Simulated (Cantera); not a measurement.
# Reactions in the system C-H-N-Ta

Cantera with NASA thermochemical tables; ideal gases at 1 bar, condensed phases pure. Values are per mole of reaction as written; species without (g) are pure solids or liquids, kept so even where they would boil at 1 bar. TaC: taken at fixed stoichiometry.

2 C6H6(g) + 9 Ta = 9 TaC + 3 CH4(g)

```json
[
 {"T (K)": "1273", "ΔH° (kJ)": "-1670.6", "ΔS° (J/K)": "59.6", "ΔG° (kJ)": "-1746.5", "log10 K": "71.66"},
 {"T (K)": "1323", "ΔH° (kJ)": "-1669.9", "ΔS° (J/K)": "60.2", "ΔG° (kJ)": "-1749.5", "log10 K": "69.07"},
 {"T (K)": "1373", "ΔH° (kJ)": "-1669.1", "ΔS° (J/K)": "60.8", "ΔG° (kJ)": "-1752.5", "log10 K": "66.67"},
 {"T (K)": "1423", "ΔH° (kJ)": "-1668.2", "ΔS° (J/K)": "61.4", "ΔG° (kJ)": "-1755.6", "log10 K": "64.44"},
 {"T (K)": "1473", "ΔH° (kJ)": "-1667.2", "ΔS° (J/K)": "62.1", "ΔG° (kJ)": "-1758.7", "log10 K": "62.36"},
 {"T (K)": "1523", "ΔH° (kJ)": "-1666.2", "ΔS° (J/K)": "62.8", "ΔG° (kJ)": "-1761.8", "log10 K": "60.42"},
 {"T (K)": "1573", "ΔH° (kJ)": "-1665.0", "ΔS° (J/K)": "63.5", "ΔG° (kJ)": "-1765.0", "log10 K": "58.61"},
 {"T (K)": "1623", "ΔH° (kJ)": "-1663.8", "ΔS° (J/K)": "64.3", "ΔG° (kJ)": "-1768.2", "log10 K": "56.91"},
 {"T (K)": "1673", "ΔH° (kJ)": "-1662.5", "ΔS° (J/K)": "65.1", "ΔG° (kJ)": "-1771.4", "log10 K": "55.31"},
 {"T (K)": "1723", "ΔH° (kJ)": "-1661.1", "ΔS° (J/K)": "65.9", "ΔG° (kJ)": "-1774.7", "log10 K": "53.80"}
]
```

C2H4(g) + 2 TaC + 2 N2(g) = 2 Ta + 4 HCN(g)

| T (K) | ΔH° (kJ) | ΔS° (J/K) | ΔG° (kJ) | log10 K |
|---|---|---|---|---|
| 1273 | 777.3 | 210.3 | 509.7 | -20.91 |
| 1323 | 776.9 | 210.0 | 499.2 | -19.71 |
| 1373 | 776.5 | 209.6 | 488.7 | -18.59 |
| 1423 | 776.0 | 209.3 | 478.2 | -17.55 |
| 1473 | 775.6 | 209.0 | 467.7 | -16.59 |
| 1523 | 775.1 | 208.6 | 457.3 | -15.68 |
| 1573 | 774.6 | 208.3 | 446.9 | -14.84 |
| 1623 | 774.0 | 208.0 | 436.5 | -14.05 |
| 1673 | 773.5 | 207.6 | 426.1 | -13.30 |
| 1723 | 772.9 | 207.3 | 415.7 | -12.60 |
